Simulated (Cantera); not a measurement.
A closed system holds: 1 mol Fe₃O₄, a varied amount of CO, held at 1700 K and 0.000120 bar.

These are equilibrium values from Cantera (NASA tables, ideal gas, pure condensed phases), not measurements of a reactor. Candidate condensed phases: C, Fe, Fe(CO)₅, FeO, Fe₂O₃, Fe₃O₄; 15 gas species. The tables' stoichiometric FeO is somewhat more stable than real wüstite, so its field is too wide. FeO: taken at fixed stoichiometry. The numbers say what is thermodynamically allowed, not how fast it happens.

log p: log10 of the partial pressure in bar; n: condensed amount in mol.

```tsv
n(CO) (mol)	log p CO₂	log p CO	log p Fe	log p O₂	log p O	log p FeO	n FeO(l)
1.1	-3.97	-4.94	-7.03	-6.39	-7.54	-7.60	3.00
1.3	-4.04	-4.56	-6.59	-7.27	-7.99	-7.60	3.00
1.6	-4.12	-4.35	-6.29	-7.87	-8.28	-7.60	2.99
1.9	-4.20	-4.25	-6.12	-8.21	-8.46	-7.60	2.99
2.3	-4.28	-4.18	-5.97	-8.52	-8.61	-7.60	2.98
2.8	[?]	-4.13	[?]	[?]	[?]	-7.60	2.96
3.4	-4.44	-4.09	-5.72	-9.02	-8.86	-7.60	2.94
4.1	[?]	-4.06	[?]	[?]	[?]	-7.60	2.92
5	-4.58	-4.04	-5.53	-9.40	-9.05	-7.60	2.87
6	-4.64	-4.03	-5.45	-9.55	-9.12	-7.60	2.82
7.3	-4.70	-4.02	-5.38	-9.69	-9.19	-7.60	2.74
8.9	-4.75	-4.01	-5.32	-9.81	-9.25	-7.60	2.63
```

Question: What belongs in the gaps?

Answer: 
- 4.1, log p CO₂: -4.51
- 4.1, log p Fe: -5.62
- 4.1, log p O₂: -9.22
- 4.1, log p O: -8.96
- 2.8, log p CO₂: -4.36
- 2.8, log p Fe: -5.83
- 2.8, log p O₂: -8.79
- 2.8, log p O: -8.74
